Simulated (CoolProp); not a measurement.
Saturation properties of n-heptane.

Model: reference Helmholtz-energy equation of state, Span 2003, in CoolProp. It is a short technical equation, of lower accuracy than the large ones.

```tsv
T (K)	p (MPa)	enthalpy of vaporisation (kJ/kg)	liquid cp (kJ/(kg K))	vapour Z	surface tension (mN/m)	vapour viscosity (µPa s)
307.1	0.009369	359.6	2.275	0.9903	18.8	6.03
321	0.01727	350.8	2.331	0.9848	17.5	6.28
334.9	0.02996	341.9	2.390	0.9775	16.1	6.54
348.8	0.04932	332.7	2.452	0.9679	14.8	6.79
362.7	0.07758	323.2	2.516	0.9559	13.5	7.05
376.6	0.1173	313.2	2.583	0.9412	12.2	7.31
390.5	0.1714	302.7	2.652	0.9236	11.0	7.58
404.5	0.2436	291.4	2.725	0.9026	9.70	7.86
418.4	0.3363	279.4	2.801	0.8783	8.48	8.17
432.3	0.4537	266.4	2.882	0.8502	7.30	8.52
446.2	0.5996	252.3	2.971	0.8178	6.15	8.91
460.1	0.7785	236.6	3.073	0.7804	5.03	9.40
474	0.9948	219.0	3.194	0.7371	3.96	10.0
487.9	1.254	198.7	3.351	0.6863	2.95	10.8
501.8	1.562	174.4	3.587	0.6256	1.99	12.0
```

It boils at 371.5 K under 1 atm.

Viscosity comes from a separate model (Michailidou 2014). Surface tension comes from a separate correlation (Mulero 2012).
